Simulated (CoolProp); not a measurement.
Vapour-liquid equilibrium of R125 (1) + R134a (2) at 18.5 kPa; x and y are mole fractions of (1).

Model: multi-fluid Helmholtz-energy mixture model, Lemmon 2005 and Tillner-Roth 1994; pair parameters Lemmon 2004, in CoolProp.

```
x     bubble temperature, mixture model (°C)  bubble temperature, Raoult's law (°C)  y, mixture model  y, Raoult's law
----  --------------------------------------  -------------------------------------  ----------------  ---------------
0.05                              (withheld)                                  -59.4        (withheld)            0.152
0.2                                    -64.1                                  -63.9        (withheld)            0.470
0.35                                   -67.7                                  -67.5             0.665            0.664
0.5                               (withheld)                                  -70.4        (withheld)            0.791
0.65                              (withheld)                                  -72.9             0.876            0.878
0.8                                    -75.1                                  -75.0        (withheld)            0.941
0.95                                   -76.9                                  -76.9             0.986            0.987
```

Q: What belongs in the gaps?

A: 
- 0.05, bubble temperature, mixture model (°C): -59.5
- 0.05, y, mixture model: 0.154
- 0.2, y, mixture model: 0.473
- 0.5, bubble temperature, mixture model (°C): -70.6
- 0.5, y, mixture model: 0.790
- 0.65, bubble temperature, mixture model (°C): -73.0
- 0.8, y, mixture model: 0.939

The largest gap from Raoult's law is -0.2 K in bubble temperature, at x = 0.35. No azeotrope shows between x = 0.05 and 0.95.

The pair parameters rest on a limited set of measurements; away from them the model extrapolates.
